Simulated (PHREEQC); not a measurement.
Solution (25 °C): 0.0019 mol CaSO4 and 0.00019 mol ZnCl2 per kg of water. Closed to the air; pH follows from the charge balance.

Equilibrium calculation in PHREEQC: ion-association model, phreeqc.dat.

Each row changes one thing in this solution. No solid was allowed to form.

```tsv
case	pH	ionic strength (mol/kgw)	SO4-2 (mol/kgw)	HSO4- (mol/kgw)
as made	6.45	0.00709	0.00163	4.38e-8
ZnCl2 left out	7.01	0.00661	0.00165	1.21e-8
ZnCl2 from 0.00019 to 1.9e-05 mol/kgw	6.83	0.00666	0.00165	1.85e-8
CaSO4 from 0.0019 to 0.00285 mol/kgw	6.47	0.0100	0.00236	5.71e-8
CaSO4 replaced by Al2(SO4)3 at the same molality	4.13	0.0120	0.00277	1.45e-5
diluted 5-fold with water	6.67	0.00156	0.000361	6.56e-9
9.9e-05 mol/kgw KCl added	6.45	0.00719	0.00163	4.37e-8
```

Some of these states are supersaturated (in Gibbsite (slow to form), for instance).
